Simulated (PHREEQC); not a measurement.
## Hard or scaling water

Dissolve 0.016 mol/kgw CaCl2, 7.3e-05 mol/kgw Na2HPO4 and 0.00035 mol/kgw NaCl at 20 °C. Closed to the air; pH follows from the charge balance.

The numbers come from PHREEQC with the ion-association model, phreeqc.dat.

Each row changes one thing in this solution. This is a speciation only: nothing precipitates in the calculation.

```tsv
case	pH	SI of Halite (NaCl)
as made	7.67	-6.53
diluted 10-fold with water	7.85	-8.42
CaCl2 replaced by HCl at the same molality	1.85	-6.77
CaCl2 replaced by NH4Cl at the same molality	6.89	-6.77
temperature from 20 to 90 °C	7.04	-6.60
CaCl2 from 0.016 to 0.08 mol/kgw	7.48	-5.95
0.018 mol/kgw FeCl2 added	6.96	-6.26
Na2HPO4 left out	7.04	-6.68
```

Complexes and solids missing from the database can't appear. Some of these states are supersaturated (in Hydroxyapatite, Vivianite, for instance). Constants without temperature data keep their 25 °C values here.
